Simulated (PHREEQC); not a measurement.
A PHREEQC input (ion-association model, wateq4f.dat):

```
SOLUTION 1
  temp 25
  units mg/kgw
  pH 8.65
  pe 1.1
  Na 2080
  K 184
  Ca 57.1
  Mg 36.2
  Cl 3280
  S(6) 500 as SO4
  Alkalinity 2.55 as HCO3
  Si 1.24 as SiO2
  F 0.242
END
USE solution 9
EQUILIBRIUM_PHASES 1
  Gypsum 0 0
  CO2(g) -3.4 10
END
```

It stops with these messages:

```
ERROR: Solution 9 not found.
```

The fault: USE names a solution that was never defined. The line should read `USE solution 1` where the input has `USE solution 9`. With the mend the run ends at pH 6.72 and ionic strength 0.107 mol/kgw.
